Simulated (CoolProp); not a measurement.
Properties of the fluoroketone C6F12O (FK-5-1-12) at several states.

The numbers come from the reference Helmholtz-energy equation of state, McLinden 2015 in CoolProp.

```tsv
T (K)	p (kPa)	phase	density (kg/m³)	cp (kJ/(kg K))	cv (kJ/(kg K))	isothermal compressibility (1/MPa)
334.8	669	liquid	1489	1.133	0.9113	0.005320
341.9	36.3	gas	4.108	0.9027	…	28.05
360.3	5710	liquid	1446	1.139	0.9310	0.005722
319.2	22.4	gas	2.705	0.8812	0.8528	45.29
343.6	1400	liquid	…	…	0.9185	0.005907
400	617	gas	72.92	…	0.9566	2.110
```

### Question
Complete the blanks.

### Answer

- 341.9, cv (kJ/(kg K)): 0.8738
- 343.6, density (kg/m³): 1465
- 343.6, cp (kJ/(kg K)): 1.140
- 400, cp (kJ/(kg K)): 1.035
